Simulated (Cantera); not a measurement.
**Thermodynamics of iron carbonyl, mercury and lead vapours, feed Pb + O2 + N2**

Charge: 1 mol Pb, 2.5 mol O2, 17 mol N2, at 10000 Pa.

Cantera equilibrium calculation (NASA polynomials, part measured and part estimated; ideal gas, pure solids and liquids). Candidate condensed phases: Pb, PbO, PbO2, Pb3O4; 12 gas species. Gases not in the tables: (PbO)n polymers. Equilibrium is a limit: real reactors are often held back by kinetics, nucleation or transport.

From 1250 K to 1450 K the condensed part is PbO(l). From 1475 K to 1550 K nothing is condensed.

```tsv
T (K)	log p N2	log p O2	log p PbO	log p Pb	n PbO(l)
1250	-1.05	-1.98	-3.74	-5.93	0.965
1275	-1.05	-1.98	-3.54	-5.63	0.944
1300	-1.05	-1.98	-3.35	-5.34	0.913
1325	-1.05	-1.98	-3.16	-5.06	0.866
1350	-1.05	-1.98	-2.98	-4.79	0.798
1375	-1.06	-1.99	-2.81	-4.53	0.698
1400	-1.06	-1.99	-2.65	-4.28	0.554
1425	-1.06	-1.99	-2.49	-4.03	0.350
1450	-1.07	-2.00	-2.34	-3.80	0.0585
1475	-1.07	-2.00	-2.32	-3.70	0
1500	-1.07	-2.00	-2.32	-3.63	0
1525	-1.07	-2.00	-2.33	-3.56	0
1550	-1.07	-2.00	-2.33	-3.50	0
```
log p: log10 of the partial pressure in bar; n: condensed amount in mol.
